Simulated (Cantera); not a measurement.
What does this Cantera script print?

```python
import numpy as np
import cantera as ct

gas = ct.Solution("h2o2.yaml")
gas.TPX = 1050, 3200, {'H2': 0.021, 'O2': 1}
reactor = ct.IdealGasConstPressureReactor(gas, energy="off", clone=False)
net = ct.ReactorNet([reactor])
net.rtol, net.atol = 1e-08, 1e-18
show = ['H2', 'O2', 'OH', 'H2O', 'H2O2', 'O', 'HO2']
times = np.geomspace(0.001, 40, 10)

steps = ct.SolutionArray(gas, extra=["t"])
rows = []
print(f"{'t/s':>10s}{'T/K':>9s}{'P/Pa':>11s}" + "".join(f"{s:>11s}" for s in show))
for t in times:
    while net.time < t:
        t_next = net.step()
        steps.append(gas.state, t=t_next)
    rows.append([np.interp(t, steps.t, y) for y in (steps.T, steps.P, *steps(*show).X.T)])
    print(f"{t:10.3e}{rows[-1][0]:9.1f}{rows[-1][1]:11.4g}" + "".join(f"{x:11.3e}" for x in rows[-1][2:]))
rate = np.gradient(steps.T, steps.t)
print("integrator steps:", len(steps.t))
if steps.T.max() > steps.T[0] + 200:
    print(f"time of steepest temperature rise: {steps.t[rate.argmax()]:.4e} s")
gas.TPX = 1050, 3200, {'H2': 0.021, 'O2': 1}
gas.equilibrate("TP")
print(f"equilibrium (TP): T = {gas.T:.1f} K  " + "  ".join(f"{s} {gas[s].X[0]:.3e}" for s in show))
```

It prints:

```
       t/s      T/K       P/Pa         H2         O2         OH        H2O       H2O2          O        HO2
 1.000e-03   1050.0       3200  2.057e-02  9.794e-01  2.178e-08  4.940e-08  9.685e-13  3.922e-08  2.809e-09
 3.246e-03   1050.0       3200  1.769e-02  9.772e-01  7.874e-04  2.216e-03  9.234e-08  1.574e-03  7.672e-06
 1.054e-02   1050.0       3200  1.262e-04  9.729e-01  6.159e-04  1.997e-02  1.051e-07  5.758e-03  5.689e-06
 3.420e-02   1050.0       3200  2.217e-05  9.779e-01  2.570e-04  2.059e-02  8.444e-08  1.168e-03  2.670e-06
 1.110e-01   1050.0       3200  2.612e-06  9.790e-01  9.135e-05  2.073e-02  5.447e-08  1.489e-04  8.093e-07
 3.603e-01   1050.0       3200  2.828e-07  9.792e-01  3.217e-05  2.076e-02  2.285e-08  1.802e-05  1.740e-07
 1.170e+00   1050.0       3200  3.762e-08  9.792e-01  1.254e-05  2.078e-02  6.933e-09  2.707e-06  3.431e-08
 3.796e+00   1050.0       3200  6.717e-09  9.792e-01  5.555e-06  2.078e-02  1.912e-09  5.308e-07  7.609e-09
 1.232e+01   1050.0       3200  1.511e-09  9.792e-01  2.705e-06  2.078e-02  5.369e-10  1.262e-07  2.076e-09
 4.000e+01   1050.0       3200  3.930e-10  9.792e-01  1.399e-06  2.078e-02  1.569e-10  3.384e-08  9.072e-10
integrator steps: 1844
equilibrium (TP): T = 1050.0 K  H2 4.274e-11  O2 9.792e-01  OH 4.634e-07  H2O 2.078e-02  H2O2 1.907e-11  O 3.723e-09  HO2 1.220e-09
```

Cantera simulation using the H2/O2 subset of GRI-Mech 3.0, which has no nitrogen chemistry; the numbers are that mechanism's predictions, not measurements. Radical loss at walls, strong at low pressure, is not modelled.
